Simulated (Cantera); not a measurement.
Input: 1 mol SiH₄, 22 mol H₂, equilibrated at 30.0 Torr.

Equilibrium computed with Cantera from the NASA thermochemical tables; the gas is ideal and each condensed phase is pure. Candidate condensed phases: Si; 9 gas species. Gases not in the tables: Si₂H₆ and higher silanes. Equilibrium is a limit: real reactors are often held back by kinetics, nucleation or transport.

x: gas mole fraction; n: condensed amount in mol.

| T (°C) | x H₂ | x H | x Si | x SiH₂ | n Si(s) | n Si(l) |
|---|---|---|---|---|---|---|
| 625 | 1.00 | 5.47e-10 | <1e-12 | 3.45e-12 | 1.00 | 0 |
| 725 | 1.00 | 1.08e-8 | <1e-12 | 8.84e-11 | 1.00 | 0 |
| 825 | 1.00 | ? | <1e-12 | ? | 1.000 | 0 |
| 925 | 1.000 | 9.51e-7 | 3.22e-11 | 1.14e-8 | 1.000 | 0 |
| 1025 | 1.000 | 5.36e-6 | 1.02e-9 | 7.39e-8 | 1.000 | 0 |
| 1125 | 1.000 | 2.37e-5 | 1.95e-8 | 3.66e-7 | 1.000 | 0 |
| 1225 | 1.000 | ? | ? | ? | 1.000 | 0 |
| 1325 | 1.000 | 0.000266 | 2.34e-6 | 4.89e-6 | 1.000 | 0 |
| 1425 | 0.999 | 0.000723 | 1.64e-5 | 1.40e-5 | 0 | 0.999 |

Problem. Complete the blanks.

Solution. 
- 825, x H: 1.24e-7
- 825, x SiH₂: 1.25e-9
- 1225, x H: 8.59e-5
- 1225, x Si: 2.51e-7
- 1225, x SiH₂: 1.46e-6
